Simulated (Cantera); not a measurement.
Thermodynamics of boron, boron nitride and boron oxide, feed B + H2O + H2 + O2

Input: 1 mol B, 0.89 mol H2O, 58 mol H2, 1.5 mol O2, equilibrated at 75.0 Torr.

Cantera equilibrium calculation (NASA polynomials, part measured and part estimated; ideal gas, pure solids and liquids). Candidate condensed phases: B, B2O3, B3O3H3, H2O; 23 gas species. Gases not in the tables: H3BO3. Kinetics and transport are ignored.

From 948 K to 1473 K the condensed part is B2O3(l). At 1548 K nothing is condensed. The share of B in condensed phases is highest at 1023 K (98.7 %) and lowest at 1548 K (0.0 %).

| T (K) | log p H2 | log p H2O | log p HBO2 | log p HBO | n B2O3(l) |
|---|---|---|---|---|---|
| 948 | -1.02 | -2.39 | -6.28 | -10.54 | 0.492 |
| 1023 | -1.02 | -2.39 | -5.57 | -9.36 | 0.494 |
| 1098 | -1.02 | -2.39 | -4.97 | -8.34 | 0.493 |
| 1173 | -1.02 | -2.39 | -4.45 | -7.47 | 0.487 |
| 1248 | -1.02 | -2.40 | -3.99 | -6.70 | 0.468 |
| 1323 | -1.02 | -2.41 | -3.60 | -6.01 | 0.423 |
| 1398 | -1.02 | -2.42 | -3.25 | -5.40 | 0.330 |
| 1473 | -1.02 | -2.46 | -2.95 | -4.85 | 0.156 |
| 1548 | -1.02 | -2.49 | -2.80 | -4.47 | 0 |
log p: log10 of the partial pressure in bar; n: condensed amount in mol.
